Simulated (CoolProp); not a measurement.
C2F6 (R116) at several states: Z from the reference equation and from simpler models built on Tc = 19.9 °C, pc = 30.48 bar, ω = 0.257; each cubic takes its own stable root.

Model: reference Helmholtz-energy equation of state, Lemmon 2006, in CoolProp. It is a short technical equation, of lower accuracy than the large ones.

```csv
T (°C),p (bar),phase,reference
91.45,5.73,gas,0.9709
52.65,6.65,gas,0.9480
-22.15,1.09,gas,0.9797
```

### Question
How far does each simpler model (Redlich-Kwong, Soave-Redlich-Kwong, Peng-Robinson) lie from the reference over these 3 states: mean and median of the absolute difference, and the worst?

### Answer
- Redlich-Kwong: mean 0.3 %, median 0.4 %, worst -0.5 % at 91.45 °C and 5.73 bar
- Soave-Redlich-Kwong: mean 0.0 %, median 0.0 %, worst -0.1 % at 52.65 °C and 6.65 bar
- Peng-Robinson: mean 0.5 %, median 0.6 %, worst -0.8 % at 52.65 °C and 6.65 bar
